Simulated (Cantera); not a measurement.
## Boron, boron nitride and boron oxide: B2H6 + N2

Input: 1 mol B2H6, a varied amount of N2, at 1423.15 K and 0.133 bar.

These are equilibrium values from Cantera (NASA tables, ideal gas, pure condensed phases), not measurements of a reactor. Candidate condensed phases: B, BN; 15 gas species. The feed counts by its element totals alone. N2 is the only nitrogen source here; it is nearly inert below about 1500 K, so the nitride shown seldom forms there in practice. Mutual solubility and eutectic melting of coexisting phases are not modelled. The numbers say what is thermodynamically allowed, not how fast it happens.

```tsv
n(N2) (mol)	x H2	x N2	x H	x BH2	x NH3	x BH3	n B(s)	n BN(s)
0.32	1.000	4.70e-9	1.82e-5	4.27e-6	7.22e-10	1.52e-6	1.36	0.640
0.42	1.000	4.70e-9	1.82e-5	4.27e-6	7.22e-10	1.52e-6	1.16	0.840
0.54	1.000	4.70e-9	1.82e-5	4.27e-6	7.22e-10	1.52e-6	0.920	1.08
0.7	1.000	4.70e-9	1.82e-5	4.27e-6	7.22e-10	1.52e-6	0.600	1.40
0.92	1.000	4.70e-9	1.82e-5	4.27e-6	7.22e-10	1.52e-6	0.160	1.84
1.2	0.937	0.0625	1.76e-5	1.10e-9	2.39e-6	3.78e-10	0	2.00
1.6	0.833	0.167	1.66e-5	5.98e-10	3.27e-6	1.94e-10	0	2.00
2	0.750	0.250	1.58e-5	4.39e-10	3.42e-6	1.35e-10	0	2.00
2.6	0.652	0.348	1.47e-5	3.24e-10	3.27e-6	9.29e-11	0	2.00
3.4	0.556	0.444	1.36e-5	2.44e-10	2.91e-6	6.46e-11	0	2.00
4.5	0.462	0.538	1.24e-5	1.84e-10	2.42e-6	4.45e-11	0	2.00
5.8	0.385	0.615	1.13e-5	1.44e-10	1.97e-6	3.16e-11	0	2.00
```
x: gas mole fraction; n: condensed amount in mol.

From 0.32 mol N2 to 0.92 mol N2 the condensed part is B(s) + BN(s). From 1.2 mol N2 to 5.8 mol N2 the condensed part is BN(s).
